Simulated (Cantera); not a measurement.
Feed: 1 mol CH₃SiH₃, 1.5 mol H₂, at 0.900 Torr.

These are equilibrium values from Cantera (NASA tables, ideal gas, pure condensed phases), not measurements of a reactor. Candidate condensed phases: C, C₆H₆, C₇H₈, C₈H₁₈, Si, SiC; 87 gas species. The feed counts by its element totals alone. Gases not in the tables: Si₂H₆ and higher silanes. Equilibrium is a limit: real reactors are often held back by kinetics, nucleation or transport.

Task: Which condensed phases are stable at each of these points (T (K)): 1525, 1575, 1625, 1675, 1725, 1775, 1825, 1875, 1925, 1975, 2025, 2075, 2125?

Result: 
```
T (K)      condensed phases  Si condensed (%)
-----  --------------------  ----------------
1525                 SiC(s)             100.0
1575                 SiC(s)             100.0
1625                 SiC(s)             100.0
1675                 SiC(s)             100.0
1725                 SiC(s)             100.0
1775                 SiC(s)             100.0
1825                 SiC(s)              99.9
1875                 SiC(s)              99.8
1925                 SiC(s)              99.7
1975   C(graphite) + SiC(s)              99.3
2025   C(graphite) + SiC(s)              98.5
2075   C(graphite) + SiC(s)              96.7
2125   C(graphite) + SiC(s)              93.0
```

From 1525 K to 1925 K the condensed part is SiC(s). From 1975 K to 2125 K the condensed part is C(graphite) + SiC(s).
